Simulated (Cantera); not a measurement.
Input (Python, Cantera):

```python
import numpy as np
import cantera as ct

gas = ct.Solution("h2o2.yaml")
gas.TPX = 900, 23000, {'H2': 0.4, 'O2': 1, 'N2': 16}
reactor = ct.IdealGasConstPressureReactor(gas, energy="off", clone=False)
net = ct.ReactorNet([reactor])
net.rtol, net.atol = 1e-08, 1e-18
show = ['H2', 'O2', 'O', 'H', 'HO2']
times = np.geomspace(2e-05, 3, 14)

steps = ct.SolutionArray(gas, extra=["t"])
rows = []
print(f"{'t/s':>10s}{'T/K':>9s}{'P/Pa':>11s}" + "".join(f"{s:>11s}" for s in show))
for t in times:
    while net.time < t:
        t_next = net.step()
        steps.append(gas.state, t=t_next)
    rows.append([np.interp(t, steps.t, y) for y in (steps.T, steps.P, *steps(*show).X.T)])
    print(f"{t:10.3e}{rows[-1][0]:9.1f}{rows[-1][1]:11.4g}" + "".join(f"{x:11.3e}" for x in rows[-1][2:]))
rate = np.gradient(steps.T, steps.t)
print("integrator steps:", len(steps.t))
if steps.T.max() > steps.T[0] + 200:
    print(f"time of steepest temperature rise: {steps.t[rate.argmax()]:.4e} s")
gas.TPX = 900, 23000, {'H2': 0.4, 'O2': 1, 'N2': 16}
gas.equilibrate("TP")
print(f"equilibrium (TP): T = {gas.T:.1f} K  " + "  ".join(f"{s} {gas[s].X[0]:.3e}" for s in show))
```

It prints:

```
       t/s      T/K       P/Pa         H2         O2          O          H        HO2
 2.000e-05    900.0    2.3e+04  2.299e-02  5.747e-02  6.924e-15  2.002e-13  2.172e-13
 5.003e-05    900.0    2.3e+04  2.299e-02  5.747e-02  3.846e-14  4.790e-13  5.651e-13
 1.251e-04    900.0    2.3e+04  2.299e-02  5.747e-02  1.931e-13  1.157e-12  1.545e-12
 3.130e-04    900.0    2.3e+04  2.299e-02  5.747e-02  8.719e-13  3.208e-12  4.745e-12
 7.828e-04    900.0    2.3e+04  2.299e-02  5.747e-02  4.732e-12  1.415e-11  2.083e-11
 1.958e-03    900.0    2.3e+04  2.299e-02  5.747e-02  8.209e-11  2.333e-10  3.216e-10
 4.898e-03    900.0    2.3e+04  2.299e-02  5.747e-02  6.247e-08  1.772e-07  2.375e-07
 1.225e-02    900.0    2.3e+04  3.739e-03  4.824e-02  1.214e-04  1.813e-04  9.183e-06
 3.064e-02    900.0    2.3e+04  9.719e-04  4.696e-02  1.443e-05  5.135e-06  5.505e-06
 7.664e-02    900.0    2.3e+04  4.620e-04  4.673e-02  3.948e-06  7.314e-07  3.577e-06
 1.917e-01    900.0    2.3e+04  2.479e-04  4.663e-02  1.225e-06  1.408e-07  2.334e-06
 4.795e-01    900.0    2.3e+04  1.335e-04  4.657e-02  4.389e-07  3.415e-08  1.485e-06
 1.199e+00    900.0    2.3e+04  6.047e-05  4.654e-02  1.675e-07  8.827e-09  8.293e-07
 3.000e+00    900.0    2.3e+04  1.964e-05  4.652e-02  4.500e-08  1.602e-09  3.446e-07
integrator steps: 1392
equilibrium (TP): T = 900.0 K  H2 7.239e-13  O2 4.651e-02  O 2.437e-12  H 2.088e-16  HO2 1.699e-11
```

Cantera simulation using the H2/O2 subset of GRI-Mech 3.0, which has no nitrogen chemistry; the numbers are that mechanism's predictions, not measurements. Below about 950 K walls govern HO2 and H2O2 in real vessels.
